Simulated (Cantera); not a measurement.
Charge: 1 mol PbO, 0.038 mol CO, 0.17 mol H2, at 502 °C and 35.0 Pa.

Equilibrium computed with Cantera from the NASA thermochemical tables; the gas is ideal and each condensed phase is pure. Candidate condensed phases: C, C6H6, C7H8, C8H18, H2O, Pb, PbO, PbO2, Pb3O4; 113 gas species. Rates play no part.

Base state: H2O 0.817, CO2 0.183, Pb 7.11e-5, H2 4.54e-5 (mole fractions); condensed: Pb(l) + PbO(yellow).

Question: What changes in the equilibrium state with this change: CO from 0.038 to 0.18 mol?

Answer: 
```json
[
 {"species": "CO2", "before": "0.183", "after": "0.514"},
 {"species": "H2O", "before": "0.817", "after": "0.486"},
 {"species": "Pb", "before": "7.11e-5", "after": "7.11e-5"},
 {"species": "H2", "before": "4.54e-5", "after": "2.70e-5"},
 {"species": "Pb(l), mol", "before": "0.208", "after": "0.350"},
 {"species": "PbO(yellow), mol", "before": "0.792", "after": "0.650"}
]
```
